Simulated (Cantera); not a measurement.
Input: 1 mol C₂H₅OH, 0.078 mol CO₂, 0.44 mol H₂, equilibrated at 725 K and 750 Torr.

Method: chemical equilibrium by Gibbs-energy minimisation in Cantera with the NASA 1993 tables (ideal gas, pure condensed phases). Candidate condensed phases: C, C₆H₆, C₇H₈, C₈H₁₈, H₂O; 110 gas species. Equilibrium is a limit: real reactors are often held back by kinetics, nucleation or transport.

Base state: CH₄ 0.357, H₂O 0.316, H₂ 0.264, CO₂ 0.0563, CO 0.00624 (mole fractions); condensed: C(graphite).

**Question.** What changes in the equilibrium state with this change: temperature from 725 K to 2448 K?

**Answer.** 
```csv
species,before,after
H₂,0.264,0.727
CO,0.00624,0.249
H,<1e-9,0.0170
CH₄,0.357,8.65e-5
H₂O,0.316,5.03e-6
CO₂,0.0563,2.85e-7
C₂H₂ (acetylene),<1e-9,0.00629
CH₃,<1e-9,3.67e-5
C₄H₂,<1e-9,2.24e-5
"C(graphite), mol",0.963,0.863
```

**Question.** What changes in the equilibrium state with this change: temperature from 725 K to 898 K?

**Answer.** 
| species | before | after |
|---|---|---|
| H₂ | 0.264 | 0.604 |
| H₂O | 0.316 | 0.139 |
| CH₄ | 0.357 | 0.117 |
| CO | 0.00624 | 0.0912 |
| CO₂ | 0.0563 | 0.0489 |
| C(graphite), mol | 0.963 | 1.17 |
